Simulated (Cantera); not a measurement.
Charge: 1 mol SiF4, 1.5 mol H2O, 13 mol H2, at 0.100 bar.

Cantera equilibrium calculation (NASA polynomials, part measured and part estimated; ideal gas, pure solids and liquids). Candidate condensed phases: H2O, Si, SiO2; 38 gas species. The tables' values for SiF3 are old estimates; treat these amounts as uncertain. The tables hold silica as quartz up to 1696 K and as liquid above; real silica turns to tridymite and cristobalite and melts near 1996 K. Kinetics and transport are ignored.

Problem. At 1475 K, list the 4 most abundant gas species with their mole fractions, and the condensed phases.

Solution. H2 0.805, HF 0.158, SiF4 0.0223, H2O 0.0138. Condensed: SiO2(β-quartz).
